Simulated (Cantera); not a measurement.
Input (Python, Cantera):

```python
import numpy as np
import cantera as ct

gas = ct.Solution("gri30.yaml")
gas.TPX = 550, 700000, {'C3H8': 1, 'O2': 12.5, 'N2': 47, 'CO2': 4.1}
inlet = ct.Reservoir(gas, clone=True)
gas.equilibrate("HP")  # start burning
reactor = ct.IdealGasConstPressureReactor(gas, energy="on", clone=False)
exhaust = ct.Reservoir(gas, clone=True)
tau = [0.031, 0.014, 0.006, 0.0026, 0.0012, 0.00051, 0.00022, 9.8e-05, 4.3e-05, 1.9e-05, 8.3e-06, 3.6e-06][0]
for a, b in ((inlet, reactor), (reactor, exhaust)):
    ct.MassFlowController(a, b, mdot=lambda t: reactor.mass / tau)
net = ct.ReactorNet([reactor])
show = ['C3H8', 'O2', 'CO2', 'O', 'C2H', 'H', 'CH2O']

rows = []
print(f"{'tau/s':>10s}{'T/K':>9s}" + "".join(f"{s:>11s}" for s in show))
for tau in [0.031, 0.014, 0.006, 0.0026, 0.0012, 0.00051, 0.00022, 9.8e-05, 4.3e-05, 1.9e-05, 8.3e-06, 3.6e-06]:
    net.initial_time = 0.0
    net.advance(30 * tau)
    before = gas.X
    net.advance(40 * tau)
    drift = np.max(np.abs(gas.X - before) / (gas.X + 1e-9))
    rows.append([gas.T, *gas[show].X, drift])
    print(f"{tau:10.3e}{gas.T:9.1f}" + "".join(f"{x:11.3e}" for x in gas[show].X))
```

It prints:

```
     tau/s      T/K       C3H8         O2        CO2          O        C2H          H       CH2O
 3.100e-02   1413.6  1.208e-05  1.151e-01  1.067e-01  6.582e-06  3.792e-11  4.797e-07  6.690e-06
 1.400e-02   1399.1  2.637e-05  1.160e-01  1.049e-01  9.831e-06  4.286e-11  9.947e-07  1.606e-05
 6.000e-03   1353.4  7.991e-05  1.190e-01  9.946e-02  1.097e-05  3.706e-11  1.942e-06  5.476e-05
 2.600e-03    550.0  1.548e-02  1.935e-01  6.347e-02  9.249e-27  9.525e-48  6.377e-31  1.432e-16
 1.200e-03    550.0  1.548e-02  1.935e-01  6.347e-02  2.183e-27 -6.668e-47  2.110e-31 -2.926e-18
 5.100e-04    550.0  1.548e-02  1.935e-01  6.347e-02  3.967e-28 -3.693e-49  7.175e-32 -1.559e-20
 2.200e-04    550.0  1.548e-02  1.935e-01  6.347e-02  7.342e-29 -1.297e-51  2.734e-32 -5.615e-23
 9.800e-05    550.0  1.548e-02  1.935e-01  6.347e-02  1.627e-29 -3.501e-54  1.203e-32 -1.266e-24
 4.300e-05    550.0  1.548e-02  1.935e-01  6.347e-02  3.423e-30 -3.716e-56  5.416e-33 -2.460e-26
 1.900e-05    550.0  1.548e-02  1.935e-01  6.347e-02  6.932e-31 -4.943e-58  2.543e-33  1.807e-27
 8.300e-06    550.0  1.548e-02  1.935e-01  6.347e-02  1.246e-31 -6.705e-60  1.253e-33  4.029e-28
 3.600e-06    550.0  1.548e-02  1.935e-01  6.347e-02  1.978e-32 -8.379e-62  6.836e-34  4.965e-29
```

Model: GRI-Mech 3.0 (53 species, 325 reactions), integrated in Cantera. GRI-Mech 3.0 was tuned for natural gas; its chemistry of propane as a main component is partial and can be far from experiment.
